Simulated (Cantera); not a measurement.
## Formation from one mole of O2

Cantera with NASA thermochemical tables; ideal gases at 1 bar, condensed phases pure. Values are per mole of reaction as written; species without (g) are pure solids or liquids, kept so even where they would boil at 1 bar.

2 B + O2(g) = B2O2(g)

```json
[
 {"T (K)": "2123", "ΔH° (kJ)": "-469.4", "ΔS° (J/K)": "16.3", "ΔG° (kJ)": "-503.9", "log10 K": "12.40", "condensed phases": "B(s)"},
 {"T (K)": "2223", "ΔH° (kJ)": "-470.7", "ΔS° (J/K)": "15.6", "ΔG° (kJ)": "-505.5", "log10 K": "11.88", "condensed phases": "B(s)"},
 {"T (K)": "2323", "ΔH° (kJ)": "-472.1", "ΔS° (J/K)": "15.0", "ΔG° (kJ)": "-507.0", "log10 K": "11.40", "condensed phases": "B(s)"},
 {"T (K)": "2423", "ΔH° (kJ)": "-574.2", "ΔS° (J/K)": "-28.4", "ΔG° (kJ)": "-505.4", "log10 K": "10.89", "condensed phases": "B(l)"},
 {"T (K)": "2523", "ΔH° (kJ)": "-575.9", "ΔS° (J/K)": "-29.1", "ΔG° (kJ)": "-502.5", "log10 K": "10.40", "condensed phases": "B(l)"},
 {"T (K)": "2623", "ΔH° (kJ)": "-577.6", "ΔS° (J/K)": "-29.8", "ΔG° (kJ)": "-499.5", "log10 K": "9.95", "condensed phases": "B(l)"},
 {"T (K)": "2723", "ΔH° (kJ)": "-579.3", "ΔS° (J/K)": "-30.4", "ΔG° (kJ)": "-496.5", "log10 K": "9.52", "condensed phases": "B(l)"},
 {"T (K)": "2823", "ΔH° (kJ)": "-581.0", "ΔS° (J/K)": "-31.0", "ΔG° (kJ)": "-493.5", "log10 K": "9.13", "condensed phases": "B(l)"}
]
```

Nb + O2(g) = NbO2(g)

```tsv
T (K)	ΔH° (kJ)	ΔS° (J/K)	ΔG° (kJ)	log10 K	condensed phases
2123	-216.5	15.1	-248.6	6.12	Nb(s)
2223	-218.1	14.4	-250.0	5.88	Nb(s)
2323	-219.7	13.7	-251.4	5.65	Nb(s)
2423	-221.5	12.9	-252.8	5.45	Nb(s)
2523	-223.5	12.1	-254.0	5.26	Nb(s)
2623	-225.6	11.3	-255.2	5.08	Nb(s)
2723	-227.9	10.4	-256.3	4.92	Nb(s)
2823	-256.6	0.0	-256.6	4.75	Nb(l)
```

1.143 Ti + O2(g) = 0.2857 Ti4O7

```json
[
 {"T (K)": "2123", "ΔH° (kJ)": "-907.6", "ΔS° (J/K)": "-140.9", "ΔG° (kJ)": "-608.4", "log10 K": "14.97"},
 {"T (K)": "2223", "ΔH° (kJ)": "-906.2", "ΔS° (J/K)": "-140.3", "ΔG° (kJ)": "-594.3", "log10 K": "13.96"},
 {"T (K)": "2323", "ΔH° (kJ)": "-904.9", "ΔS° (J/K)": "-139.7", "ΔG° (kJ)": "-580.3", "log10 K": "13.05"},
 {"T (K)": "2423", "ΔH° (kJ)": "-903.6", "ΔS° (J/K)": "-139.2", "ΔG° (kJ)": "-566.4", "log10 K": "12.21"},
 {"T (K)": "2523", "ΔH° (kJ)": "-902.4", "ΔS° (J/K)": "-138.7", "ΔG° (kJ)": "-552.5", "log10 K": "11.44"},
 {"T (K)": "2623", "ΔH° (kJ)": "-901.1", "ΔS° (J/K)": "-138.2", "ΔG° (kJ)": "-538.6", "log10 K": "10.73"},
 {"T (K)": "2723", "ΔH° (kJ)": "-899.9", "ΔS° (J/K)": "-137.7", "ΔG° (kJ)": "-524.8", "log10 K": "10.07"},
 {"T (K)": "2823", "ΔH° (kJ)": "-898.6", "ΔS° (J/K)": "-137.3", "ΔG° (kJ)": "-511.1", "log10 K": "9.46"}
]
```

2 H2(g) + O2(g) = 2 H2O(g)

```
T (K)  ΔH° (kJ)  ΔS° (J/K)  ΔG° (kJ)  log10 K
-----  --------  ---------  --------  -------
2123     -503.0     -116.0    -256.8     6.32
2223     -503.2     -116.1    -245.2     5.76
2323     -503.4     -116.1    -233.6     5.25
2423     -503.5     -116.2    -222.0     4.79
2523     -503.6     -116.2    -210.4     4.36
2623     -503.7     -116.3    -198.8     3.96
2723     -503.8     -116.3    -187.1     3.59
2823     -503.8     -116.3    -175.5     3.25
```
